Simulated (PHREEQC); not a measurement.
A solution holds 0.13 mol/kgw HF, 0.014 mol/kgw NaF, 0.014 mol/kgw H2SiF6 and 0.061 mol/kgw H2SO4, at 35 °C. Closed to the air; pH follows from the charge balance.

All values are PHREEQC results (ion-association model, wateq4f.dat), not measurements.

```json
[
 {"quantity": "pH", "before": "1.14", "after": "0.31"},
 {"quantity": "ionic strength (mol/kgw)", "before": "0.129", "after": "0.723"},
 {"quantity": "HF (mol/kgw)", "before": "0.103", "after": "0.101"},
 {"quantity": "HSO4- (mol/kgw)", "before": "0.0484", "after": "0.574"},
 {"quantity": "H2F2 (mol/kgw)", "before": "0.0196", "after": "0.0215"},
 {"quantity": "SO4-2 (mol/kgw)", "before": "0.0123", "after": "0.0352"},
 {"quantity": "SI of Mirabilite (Na2SO4:10H2O)", "before": "-5.70", "after": "-5.70"}
]
```

What was changed between the two runs?
(A) NaF from 0.014 to 0.028 mol/kgw
(B) H2SiF6 replaced by NaBF4 at the same molality
(C) H2SO4 from 0.061 to 0.0915 mol/kgw
(D) HF left out
(E) H2SO4 from 0.061 to 0.61 mol/kgw

E, H2SO4 from 0.061 to 0.61 mol/kgw

Precipitation was switched off in this run. The ionic strength passes 0.7 mol/kgw, the rough limit of the ion-association models, in after. wateq4f.dat counts part of the HF as a dimer, H2F2, which phreeqc.dat doesn't know; its constant is uncertain. SiF6-2 is the database's only silicon fluoride.
